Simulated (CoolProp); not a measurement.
A simple Rankine cycle with n-pentane: condensing at 315.15 K, boiler at 0.785 MPa, turbine inlet 401.1 K, turbine efficiency 0.6, pump efficiency 0.6, no recuperator. Each further row changes one setting.

Values from CoolProp's reference Helmholtz-energy equation of state, Thol 2019.

| case | thermal efficiency (%) | net work (kJ/kg) | heat in (kJ/kg) | turbine exit temperature (K) | volume ratio over the turbine |
|---|---|---|---|---|---|
| as stated | 8.5 | 42.5 | 498 | 369.4 | 6.74 |
| turbine inlet 421.1 K | 8.4 | 45.6 | 545 | (withheld) | (withheld) |
| condensing temperature 307.15 K | (withheld) | 48.8 | 517 | 365.7 | 8.79 |
| boiler pressure 0.549 MPa | 7.1 | 35.9 | 507 | 377.1 | 4.54 |
| turbine efficiency 0.5 | 7.0 | 35.1 | 498 | 373.0 | 6.81 |

What belongs in the gaps?


- turbine inlet 421.1 K, turbine exit temperature (K): 390.6
- turbine inlet 421.1 K, volume ratio over the turbine: 6.60
- condensing temperature 307.15 K, thermal efficiency (%): 9.4
